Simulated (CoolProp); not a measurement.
Vapour-liquid equilibrium of cyclohexane (1) + n-nonane (2) at 478.6 K; x and y are mole fractions of (1).

Computed with CoolProp (multi-fluid Helmholtz-energy mixture model, Zhou 2014 and Lemmon 2006; pair parameters Bell 2016).

```tsv
x	bubble pressure, mixture model (MPa)	bubble pressure, Raoult's law (MPa)	y, mixture model	y, Raoult's law
0.05	0.4030	0.4108	0.145	0.178
0.15	0.4970	0.5218	0.354	0.421
0.25	0.5915	0.6329	0.503	0.579
0.35	0.6886	0.7439	0.616	0.690
0.45	0.7902	0.8549	0.706	0.771
0.55	0.8977	0.9660	0.781	0.835
0.65	1.012	1.077	0.844	0.885
0.75	1.133	1.188	0.897	0.925
0.85	1.262	1.299	0.943	0.959
0.95	1.396	1.410	0.983	0.987
```

The largest gap from Raoult's law is -7.6 % in bubble pressure, at x = 0.45. No azeotrope shows between x = 0.05 and 0.95.

The pair parameters rest on a limited set of measurements; away from them the model extrapolates.
